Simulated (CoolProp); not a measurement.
Vapour-liquid equilibrium of R124 (1) + R142b (2) at 9.84 bar; x and y are mole fractions of (1).

Computed with CoolProp (multi-fluid Helmholtz-energy mixture model, de Vries 1995 and Lemmon 2006; pair parameters Bell 2016).

| x | bubble temperature, mixture model (K) | bubble temperature, Raoult's law (K) | y, mixture model | y, Raoult's law |
|---|---|---|---|---|
| 0.05 | 337.8 | 337.7 | 0.054 | 0.057 |
| 0.125 | 337.5 | 337.3 | 0.133 | 0.140 |
| 0.2 | 337.2 | 336.9 | 0.212 | 0.222 |
| 0.275 | 336.9 | 336.5 | 0.290 | 0.302 |
| 0.35 | 336.5 | 336.0 | 0.368 | 0.380 |
| 0.425 | 336.2 | 335.6 | 0.445 | 0.457 |
| 0.5 | 335.8 | 335.2 | 0.522 | 0.532 |
| 0.575 | 335.5 | 334.8 | 0.598 | 0.606 |
| 0.65 | 335.0 | 334.4 | 0.673 | 0.679 |
| 0.725 | 334.6 | 334.0 | 0.747 | 0.750 |
| 0.8 | 334.1 | 333.6 | 0.819 | 0.820 |
| 0.875 | 333.6 | 333.2 | 0.889 | 0.888 |
| 0.95 | 333.0 | 332.9 | 0.957 | 0.956 |

The largest gap from Raoult's law is +0.7 K in bubble temperature, at x = 0.575. No azeotrope shows between x = 0.05 and 0.95.

Pair parameters are fitted to limited data, so mixtures are less certain than the pure fluids.
